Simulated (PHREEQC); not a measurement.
Dissolve 0.0025 mol/kgw Cu(BF4)2, 0.00031 mol/kgw HNO3 and 0.00094 mol/kgw H3BO3 at 25 °C. Closed to the air; pH follows from the charge balance.

All values are PHREEQC results (ion-association model, phreeqc.dat), not measurements.

Precipitation was switched off in this run.

Problem. What pH, ionic strength does the model give?

Solution. pH 2.95; ionic strength 0.00863 mol/kgw.

Problem. In which forms is F present?

Solution. BF4- 68 %, HF 13 %, F- 8.7 %, BF3OH- 7.0 %, BF2(OH)2- 2.4 % of the F.

Real BF4- forms and hydrolyses slowly; the run takes it at equilibrium.
